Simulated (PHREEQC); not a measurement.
0.098 g of hydrous ferric oxide (600 m²/g; 0.2 weak and 0.005 strong sites per Fe, Dzombak-Morel constants, diffuse double layer) in 1 kg of water with 0.05 mol/kgw of an inert sodium salt, at 25 °C; the pH is set by adding NaOH or the inert anion's acid. Oxygen is held at 0.21 atm. CO2 from the air is kept out. Precipitation was switched off in this run.

Model: ion-association model, wateq4f.dat, run in PHREEQC.

```json
[
 {"pH": "3", "surface charge σ (C/m²)": "0.357", "surface potential ψ (mV)": "169"},
 {"pH": "3.5", "surface charge σ (C/m²)": "0.335", "surface potential ψ (mV)": "166"},
 {"pH": "4", "surface charge σ (C/m²)": "0.294", "surface potential ψ (mV)": "160"},
 {"pH": "4.5", "surface charge σ (C/m²)": "0.238", "surface potential ψ (mV)": "149"},
 {"pH": "5.5", "surface charge σ (C/m²)": "0.130", "surface potential ψ (mV)": "118"},
 {"pH": "6", "surface charge σ (C/m²)": "0.089", "surface potential ψ (mV)": "99"},
 {"pH": "6.5", "surface charge σ (C/m²)": "0.058", "surface potential ψ (mV)": "78"},
 {"pH": "7", "surface charge σ (C/m²)": "0.034", "surface potential ψ (mV)": "56"},
 {"pH": "7.5", "surface charge σ (C/m²)": "0.017", "surface potential ψ (mV)": "31"},
 {"pH": "8", "surface charge σ (C/m²)": "0.003", "surface potential ψ (mV)": "6"},
 {"pH": "8.5", "surface charge σ (C/m²)": "-0.010", "surface potential ψ (mV)": "-20"},
 {"pH": "9.5", "surface charge σ (C/m²)": "-0.046", "surface potential ψ (mV)": "-69"},
 {"pH": "10", "surface charge σ (C/m²)": "-0.074", "surface potential ψ (mV)": "-90"},
 {"pH": "10.5", "surface charge σ (C/m²)": "-0.111", "surface potential ψ (mV)": "-110"},
 {"pH": "11", "surface charge σ (C/m²)": "-0.158", "surface potential ψ (mV)": "-128"}
]
```

The oxide is taken as insoluble; below pH 4 it would dissolve.
